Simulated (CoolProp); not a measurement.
Vapour-liquid equilibrium of R142b (1) + R113 (2) at 0.494 MPa; x and y are mole fractions of (1).

Values from CoolProp's multi-fluid Helmholtz-energy mixture model, Lemmon 2006 and Marx 1992; pair parameters Bell 2016.

```tsv
x	bubble temperature (K)	y at the bubble point	dew temperature at overall composition x (K)	liquid density (mol/L)
0.05	370.5	0.190	376.5	7.416
0.15	357.3	0.455	372.3	7.782
0.25	347.0	0.620	367.8	8.122
0.35	339.1	0.727	362.9	8.447
0.45	332.7	0.801	357.6	8.766
0.55	327.6	0.855	351.7	9.087
0.65	323.2	0.896	345.0	9.416
0.75	319.3	0.930	337.2	9.760
0.85	315.9	0.960	328.0	10.12
0.95	312.7	0.987	317.1	10.51
```

No azeotrope shows between x = 0.05 and 0.95.

Pair parameters are fitted to limited data, so mixtures are less certain than the pure fluids.
